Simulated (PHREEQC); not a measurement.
Solution (41 °C): 0.0045 mol CaCl2, 0.00015 mol Na2SO4 and 0.00017 mol KCl per kg of water. Closed to the air; pH follows from the charge balance.

The numbers come from PHREEQC with the ion-association model, phreeqc.dat.

Precipitation was switched off in this run.

Question: Estimate the specific conductance.

Answer: specific conductance 1570 µS/cm.

Question: In which forms is S present?

Answer: SO4-2 74 %, CaSO4 25 % of the S.

Constants without temperature data keep their 25 °C values here.
